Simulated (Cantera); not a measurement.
Input: 1 mol borazine, 19 mol NH3, equilibrated at 11000 Pa.

Method: chemical equilibrium by Gibbs-energy minimisation in Cantera with the NASA 1993 tables (ideal gas, pure condensed phases). Candidate condensed phases: B, BN; 15 gas species. The feed counts by its element totals alone. The tables' values for BH2 are old estimates; treat these amounts as uncertain. Gases not in the tables: B2H6 and higher boranes. Kinetics and transport are ignored.

x: gas mole fraction; n: condensed amount in mol.

```json
[
 {"T (°C)": "1125", "x H2": "0.768", "x N2": "0.232", "x H": "1.25e-5", "x BH2": "2.62e-10", "x B": "<1e-12", "x BH": "<1e-12", "n BN(s)": "3.00", "n B(l)": "0"},
 {"T (°C)": "1275", "x H2": "0.768", "x N2": "0.232", "x H": "8.14e-5", "x BH2": "1.06e-8", "x B": "<1e-12", "x BH": "<1e-12", "n BN(s)": "3.00", "n B(l)": "0"},
 {"T (°C)": "1425", "x H2": "0.768", "x N2": "0.232", "x H": "0.000382", "x BH2": "2.20e-7", "x B": "1.53e-11", "x BH": "[?]", "n BN(s)": "3.00", "n B(l)": "0"},
 {"T (°C)": "1575", "x H2": "0.767", "x N2": "0.232", "x H": "0.00140", "x BH2": "2.77e-6", "x B": "1.55e-9", "x BH": "[?]", "n BN(s)": "3.00", "n B(l)": "0"},
 {"T (°C)": "1725", "x H2": "0.765", "x N2": "0.231", "x H": "0.00423", "x BH2": "2.37e-5", "x B": "7.85e-8", "x BH": "[?]", "n BN(s)": "3.00", "n B(l)": "0"},
 {"T (°C)": "1875", "x H2": "0.758", "x N2": "0.230", "x H": "0.0109", "x BH2": "0.000149", "x B": "2.28e-6", "x BH": "[?]", "n BN(s)": "2.99", "n B(l)": "0"},
 {"T (°C)": "2025", "x H2": "0.745", "x N2": "0.229", "x H": "0.0249", "x BH2": "0.000726", "x B": "4.25e-5", "x BH": "[?]", "n BN(s)": "2.97", "n B(l)": "0"},
 {"T (°C)": "2175", "x H2": "0.695", "x N2": "0.252", "x H": "0.0500", "x BH2": "0.00237", "x B": "0.000473", "x BH": "[?]", "n BN(s)": "0", "n B(l)": "2.87"}
]
```

### Question
Some entries are withheld; supply them.

### Answer

- 1425, x BH: 3.75e-11
- 1575, x BH: 1.89e-9
- 1725, x BH: 5.26e-8
- 1875, x BH: 9.09e-7
- 2025, x BH: 1.07e-5
- 2175, x BH: 7.79e-5
